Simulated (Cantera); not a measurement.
Cantera run:

```python
import numpy as np
import cantera as ct

gas_names = """
    C CN C2 CCN CNC C2N2 C3 C4 C4N2 C5 N N2 Si SiC SiC2 SiN Si2 Si2C Si2N Si3
""".split()
cond_names = """
    C(gr) Si(cr) Si(L) SiC(b) Si3N4(a)
""".split()


# ... load() reads the species with a 1 bar reference pressure and builds the phases ...
atoms = {
    'Si3N4': {'Si': 3, 'N': 4},
    'C': {'C': 1},
    'N2': {'N': 2},
}
top_T = {'C(gr)': 4500, 'SiC(b)': 3050, 'Si3N4(a)': 2400}  # K; cautious upper limits of use, not melting points


# ... equilibrate(T, P, feed) seeds the gas with the atoms and calls Mixture.equilibrate('TP', solver="vcs", rtol=1e-11, max_steps=5000) ...
results = []
feed = {'Si3N4': 1, 'C': 0.022, 'N2': 4.8}  # mol
T = 1473  # K
P = 1000  # Pa
mix = equilibrate(T, P, feed)
results.append((T, P, feed, dict(zip(mix.species_names, mix.species_moles))))
print(gas.report(threshold=1e-06))
for i in range(1, mix.n_phases):
    print(f"{mix.phase(i).name:16s} {mix.phase_moles(i):12.5e} mol")
```

Output:

```
       temperature   1473 K
          pressure   1000 Pa
           density   0.0022874 kg/m^3
  mean mol. weight   28.014 kg/kmol
   phase of matter   gas

                          1 kg             1 kmol
                     ---------------   ---------------
          enthalpy        1.3362e+06        3.7431e+07  J
   internal energy        8.9898e+05        2.5184e+07  J
           entropy            9977.6        2.7951e+05  J/K
    Gibbs function       -1.3361e+07       -3.7429e+08  J
 heat capacity c_p            1237.9             34678  J/K
 heat capacity c_v             941.1             26364  J/K

                      mass frac. Y      mole frac. X     chem. pot. / RT
                     ---------------   ---------------   ---------------
                N2                 1                 1           -30.561
     [  +19 minor]        1.3878e-08        1.2785e-08

C(gr)             0.00000e+00 mol
Si(cr)            0.00000e+00 mol
SiC(b)            2.20000e-02 mol
Si3N4(a)          9.92667e-01 mol
```

Equilibrium computed with Cantera from the NASA thermochemical tables; the gas is ideal and each condensed phase is pure. Mutual solubility and eutectic melting of coexisting phases are not modelled.
